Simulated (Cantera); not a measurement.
An isothermal, constant-pressure homogeneous reactor starts with 0.385 % CO, 3.27 % O2, 0.0414 % H2O, 96.3 % N2, at 1325 K and 0.592 atm.

Cantera simulation using GRI-Mech 3.0 (53 species, 325 reactions); the numbers are that mechanism's predictions, not measurements.

One state of this run: x CO = 7.61e-5; x O2 = 0.0309; x H2O = 0.000409; x NO = 7.08e-7; x N2O = 1.19e-6; x CO2 = 0.00378. x: mole fraction; the columns are a selection and need not sum to one.

Question: Which value of t (s) does it belong to?
(A) 0.00564
(B) 0.751
(C) 0.106
(D) 0.000300

Answer: C, 0.106
